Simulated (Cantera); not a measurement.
Input (Python, Cantera) and output of one run.

```python
import numpy as np
import cantera as ct

gas_names = [...]  # 92 gases of nasa_gas.yaml made of C, H, N
cond_names = """
    C(gr) C6H6(L) C7H8(L) C8H18(L),n-octa
""".split()


# ... load() reads the species with a 1 bar reference pressure and builds the phases ...
atoms = {
    'C2H2': {'C': 2, 'H': 2},
    'NH3': {'N': 1, 'H': 3},
    'H2': {'H': 2},
}
top_T = {'C(gr)': 4500}  # K; cautious upper limits of use, not melting points


# ... equilibrate(T, P, feed) seeds the gas with the atoms and calls Mixture.equilibrate('TP', solver="gibbs", rtol=1e-10, max_steps=50000) ...
results = []
P = 1333.22  # Pa
for T in [573, 623, 673, 723, 773, 823, 873, 923, 973, 1023, 1073]:
    for m in [2.7, 7.3, 12, 16, 21, 25, 30, 34]:
        feed = {'C2H2': 1, 'NH3': 0.029, 'H2': m}  # mol
        mix = equilibrate(T, P, feed)
        results.append((T, P, feed, dict(zip(mix.species_names, mix.species_moles))))

for T, P, feed, n in results:
    print(f"{T:7g} {feed['H2']:10.4g}  " + (" + ".join(c for c in cond_names if n.get(c, 0) > 1e-12) or "gas only"))
```

It prints:

```
    573        2.7  C(gr)
    573        7.3  gas only
    573         12  gas only
    573         16  gas only
    573         21  gas only
    573         25  gas only
    573         30  gas only
    573         34  gas only
    623        2.7  C(gr)
    623        7.3  gas only
    623         12  gas only
    623         16  gas only
    623         21  gas only
    623         25  gas only
    623         30  gas only
    623         34  gas only
    673        2.7  C(gr)
    673        7.3  C(gr)
    673         12  C(gr)
    673         16  gas only
    673         21  gas only
    673         25  gas only
    673         30  gas only
    673         34  gas only
    723        2.7  C(gr)
    723        7.3  C(gr)
    723         12  C(gr)
    723         16  C(gr)
    723         21  C(gr)
    723         25  C(gr)
    723         30  C(gr)
    723         34  gas only
    773        2.7  C(gr)
    773        7.3  C(gr)
    773         12  C(gr)
    773         16  C(gr)
    773         21  C(gr)
    773         25  C(gr)
    773         30  C(gr)
    773         34  C(gr)
    823        2.7  C(gr)
    823        7.3  C(gr)
    823         12  C(gr)
    823         16  C(gr)
    823         21  C(gr)
    823         25  C(gr)
    823         30  C(gr)
    823         34  C(gr)
    873        2.7  C(gr)
    873        7.3  C(gr)
    873         12  C(gr)
    873         16  C(gr)
    873         21  C(gr)
    873         25  C(gr)
    873         30  C(gr)
    873         34  C(gr)
    923        2.7  C(gr)
    923        7.3  C(gr)
    923         12  C(gr)
    923         16  C(gr)
    923         21  C(gr)
    923         25  C(gr)
    923         30  C(gr)
    923         34  C(gr)
    973        2.7  C(gr)
    973        7.3  C(gr)
    973         12  C(gr)
    973         16  C(gr)
    973         21  C(gr)
    973         25  C(gr)
    973         30  C(gr)
    973         34  C(gr)
   1023        2.7  C(gr)
   1023        7.3  C(gr)
   1023         12  C(gr)
   1023         16  C(gr)
   1023         21  C(gr)
   1023         25  C(gr)
   1023         30  C(gr)
   1023         34  C(gr)
   1073        2.7  C(gr)
   1073        7.3  C(gr)
   1073         12  C(gr)
   1073         16  C(gr)
   1073         21  C(gr)
   1073         25  C(gr)
   1073         30  C(gr)
   1073         34  C(gr)
```

Equilibrium computed with Cantera from the NASA thermochemical tables; the gas is ideal and each condensed phase is pure.
